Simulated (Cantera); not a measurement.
Charge: 1 mol BCl₃, 0.35 mol H₂O, 0.14 mol N₂, held at 752 °C and 26.0 Pa.

Method: chemical equilibrium by Gibbs-energy minimisation in Cantera with the NASA 1993 tables (ideal gas, pure condensed phases). Candidate condensed phases: B, BN, B₂O₃, B₃O₃H₃, H₂O, NH₄Cl; 49 gas species. The tables' values for BOCl are old estimates; treat these amounts as uncertain. The numbers say what is thermodynamically allowed, not how fast it happens.

Base state: HCl 0.436, BCl₃ 0.405, N₂ 0.0871, B₃O₃Cl₃ 0.0726, BOCl 0.000118, Cl 2.82e-5, H₂ 1.47e-5 (mole fractions); condensed: gas only.

**Question.** What changes in the equilibrium state with this change: H₂O from 0.35 to 0.77 mol?

**Answer.** 
| species | before | after |
|---|---|---|
| HCl | 0.436 | 0.711 |
| BCl₃ | 0.405 | 0.184 |
| N₂ | 0.0871 | 0.0646 |
| B₃O₃Cl₃ | 0.0726 | 0.0403 |
| H₂ | 1.47e-5 | 2.07e-5 |
| Cl | 2.82e-5 | 3.89e-5 |
| BOCl | 0.000118 | 9.72e-5 |
| B₂O₃(l), mol | 0 | 0.169 |
